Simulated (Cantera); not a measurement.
Mixture: CH4 : O2 : N2 : H2O = 1 : 2.56 : 9.64 : 3.6 (molar parts), equivalence ratio 0.78, at 74000 Pa, adiabatic and at constant volume. Ignition delay is the time to a rise of 400 K.

Computed with Cantera and GRI-Mech 3.0 (53 species, 325 reactions).

Task: What does this change do: CH4 1 to 2.3 parts?

Result: 
| quantity | before | after |
|---|---|---|
| delay at 1150 K | 0.160 s | 0.256 s |
| delay at 1250 K | 40.8 ms | 64.6 ms |
| delay at 1350 K | 11.3 ms | 17.5 ms |
| delay at 1450 K | 3.40 ms | 5.05 ms |
| delay at 1550 K | 1.15 ms | 1.60 ms |
| apparent activation energy between 1450 and 1550 K | 200 kJ/mol | 210 kJ/mol |

Task: What does this change do: pressure from 74000 Pa to 500000 Pa?

Result: 
```tsv
quantity	before	after
delay at 1150 K	0.160 s	19.3 ms
delay at 1250 K	40.8 ms	5.87 ms
delay at 1350 K	11.3 ms	2.00 ms
delay at 1450 K	3.40 ms	0.713 ms
delay at 1550 K	1.15 ms	0.263 ms
apparent activation energy between 1450 and 1550 K	200 kJ/mol	190 kJ/mol
```
